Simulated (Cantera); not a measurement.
Input: 1 mol CH3SiH3, 0.18 mol C2H2, 140 mol H2, held at 10.0 mbar.

Equilibrium computed with Cantera from the NASA thermochemical tables; the gas is ideal and each condensed phase is pure. Candidate condensed phases: C, C6H6, C7H8, C8H18, Si, SiC; 87 gas species. The feed counts by its element totals alone. Gases not in the tables: Si2H6 and higher silanes. Kinetics and transport are ignored.

### Question
At 2100 K, list the 4 most abundant gas species with their mole fractions, and the condensed phases.

### Answer
H2 0.967, H 0.0306, C2H2 (acetylene) 0.00140, Si 0.00104. Condensed: C(graphite) + SiC(s).
